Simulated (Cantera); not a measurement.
A jet of CH4 : O2 : N2 = 0.075 : 0.055 : 0.79 (molar parts) at 300 K and 0.0500 bar hits a platinum plate 5.7 cm away at a mass flux of 0.021 kg/m²/s; the plate temperature is set and raised in steps from an oxygen-covered start.

Model: Deutschmann's 1995 Pt surface mechanism with GRI-Mech 3.0 gas chemistry, integrated in Cantera. Catalytic surfaces can have several steady states; this one follows from the mechanism file's or the stated starting coverage.

x: mole fraction at the wall; θ: surface coverage.

| plate T (K) | wall x CH4 | wall x O2 | wall x H2O | wall x OH | wall x CO | wall x CO2 | θ free Pt | θ H* | θ CO* | θ C* |
|---|---|---|---|---|---|---|---|---|---|---|
| 850 | 0.0498 | 0.0133 | 0.0518 | <1e-8 | 0.0331 | 1.03e-5 | 0.220 | 0.000985 | 0.0748 | 0.705 |
| 900 | 0.0446 | 0.0114 | 0.0501 | <1e-8 | 0.0385 | 9.08e-6 | 0.250 | 0.00132 | 0.0409 | 0.707 |
| 950 | ? | ? | 0.0468 | <1e-8 | ? | ? | ? | ? | 0.0296 | 0.665 |
| 1000 | 0.0241 | 0.00539 | 0.0410 | <1e-8 | 0.0593 | 2.25e-5 | 0.409 | 0.00199 | 0.0298 | 0.559 |
| 1050 | 0.00963 | 0.00217 | 0.0329 | <1e-8 | 0.0739 | 0.000125 | 0.683 | 0.00259 | 0.0491 | 0.265 |
| 1100 | 0.00587 | 0.00140 | 0.0304 | <1e-8 | 0.0773 | 0.000503 | 0.879 | 0.00255 | 0.0432 | 0.0755 |
| 1150 | ? | ? | 0.0295 | <1e-8 | 0.0775 | ? | 0.945 | ? | ? | ? |

Q: Fill in the missing entries.

A: 
- 950, wall x CH4: 0.0363
- 950, wall x O2: 0.00866
- 950, wall x CO: 0.0470
- 950, wall x CO2: 1.15e-5
- 950, θ free Pt: 0.304
- 950, θ H*: 0.00162
- 1150, wall x CH4: 0.00517
- 1150, wall x O2: 0.00128
- 1150, wall x CO2: 0.00113
- 1150, θ H*: 0.00225
- 1150, θ CO*: 0.0270
- 1150, θ C*: 0.0259
